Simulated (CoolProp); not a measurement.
Properties of propylene glycol at several states.

The numbers come from the reference Helmholtz-energy equation of state, Eisenbach 2021 in CoolProp.

```
T (K)  p (kPa)   phase          Z  isothermal compressibility (1/MPa)
-----  -------  ------  ---------  ----------------------------------
423.1     21.7     gas     0.9941                               46.36
269.8     17.7  liquid  0.0005697                           0.0004329
538.9    36900  liquid     0.7314                            0.001332
337.6      157  liquid   0.004248                           0.0005899
276.5     3000  liquid    0.09455                           0.0004383
```
